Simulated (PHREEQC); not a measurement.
0.12 g of hydrous ferric oxide (600 m²/g; 0.2 weak and 0.005 strong sites per Fe, Dzombak-Morel constants, diffuse double layer) in 1 kg of water with 0.1 mol/kgw of an inert sodium salt and 5.1e-05 mol BaCl2 and 1.4e-05 mol Ag2SO4, at 25 °C; the pH is set by adding NaOH or the inert anion's acid. O2 is buffered at 0.21 atm. CO2 from the air is kept out. Precipitation was switched off in this run.

The series has 13 steps of pH, from 3 to 9.

All values are PHREEQC results (ion-association model, wateq4f.dat), not measurements.

Problem. Near which pH is half of the S sorbed, and on which side is more sorbed?

Solution. Near pH 5.7, with more sorbed at lower pH.

Along this series the solution becomes supersaturated in solids that the run did not let form, among them Cerargyrite. The oxide is taken as insoluble; below pH 4 it would dissolve.
